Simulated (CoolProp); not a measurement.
Vapour-liquid equilibrium of R125 (1) + dimethyl ether (2) at 12.25 °C; x and y are mole fractions of (1).

The numbers come from the multi-fluid Helmholtz-energy mixture model, Lemmon 2005 and Wu 2011; pair parameters Bell 2016 in CoolProp.

```csv
x,bubble pressure (MPa),y at the bubble point,dew pressure at overall composition x (MPa),liquid density (mol/L)
0.05,[?],0.071,0.4081,14.58
0.2,0.4473,0.281,0.4319,13.97
0.35,0.4981,0.483,0.4623,13.36
0.5,0.5695,0.665,0.5033,[?]
0.65,0.6659,[?],0.5621,[?]
0.8,0.7870,0.917,0.6559,[?]
0.95,0.9237,0.984,0.8439,10.76
```

Q: Fill in the missing entries.

A: 
- 0.05, bubble pressure (MPa): 0.4111
- 0.5, liquid density (mol/L): 12.76
- 0.65, y at the bubble point: 0.812
- 0.65, liquid density (mol/L): 12.13
- 0.8, liquid density (mol/L): 11.48

No azeotrope shows between x = 0.05 and 0.95.

The pair parameters rest on a limited set of measurements; away from them the model extrapolates.
